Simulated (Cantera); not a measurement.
**Ta + H2O + H2 (tantalum, niobium, vanadium and zirconium in process gases)**

Charge: 1 mol Ta, 1.1 mol H2O, 8 mol H2, held at 1400 Pa.

These are equilibrium values from Cantera (NASA tables, ideal gas, pure condensed phases), not measurements of a reactor. Candidate condensed phases: H2O, Ta, Ta2O5; 12 gas species. Mutual solubility and eutectic melting of coexisting phases are not modelled. Condensed phases not in the tables: N, O or C dissolved in the metal. Kinetics and transport are ignored.

From 2098 K to 2298 K the condensed part is Ta(s) + Ta2O5(l). The main Ta-bearing gas is TaO2 throughout. The share of Ta in condensed phases is highest at 2098 K (99.6 %) and lowest at 2298 K (94.3 %).

```tsv
T (K)	x H2	x H	x TaO2	x H2O	x TaO	x OH	x O	n Ta(s)	n Ta2O5(l)
2098	0.971	0.0256	0.000360	0.00260	7.03e-5	8.14e-6	1.53e-7	0.569	0.214
2123	0.967	0.0298	0.000514	0.00281	0.000102	1.07e-5	2.34e-7	0.569	0.213
2148	0.962	0.0345	0.000726	0.00302	0.000146	1.40e-5	3.54e-7	0.569	0.211
2173	0.956	0.0399	0.00102	0.00324	0.000208	1.81e-5	5.29e-7	0.569	0.210
2198	0.949	0.0458	0.00141	0.00347	0.000294	2.33e-5	7.85e-7	0.569	0.208
2223	0.941	0.0525	0.00195	0.00370	0.000411	2.98e-5	1.15e-6	0.568	0.205
2248	0.933	0.0600	0.00267	0.00393	0.000571	3.79e-5	1.68e-6	0.567	0.201
2273	0.923	0.0682	0.00362	0.00417	0.000788	4.78e-5	2.43e-6	0.565	0.197
2298	0.912	0.0773	0.00488	0.00441	0.00108	6.00e-5	3.47e-6	0.562	0.191
```
x: gas mole fraction; n: condensed amount in mol.
